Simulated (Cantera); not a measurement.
Input: 1 mol CF4, 0.011 mol F2, at 1375 K and 750 Torr.

Method: chemical equilibrium by Gibbs-energy minimisation in Cantera with the NASA 1993 tables (ideal gas, pure condensed phases). Candidate condensed phases: C; 13 gas species. Gases not in the tables: C2F6 and larger saturated fluorocarbons. Kinetics and transport are ignored.

Base state: CF4 0.979, F 0.0211, F2 0.000203 (mole fractions); condensed: gas only.

What changes in the equilibrium state with this change: F2 from 0.011 to 0.037 mol?


| species | before | after |
|---|---|---|
| CF4 | 0.979 | 0.933 |
| F | 0.0211 | 0.0652 |
| F2 | 0.000203 | 0.00193 |
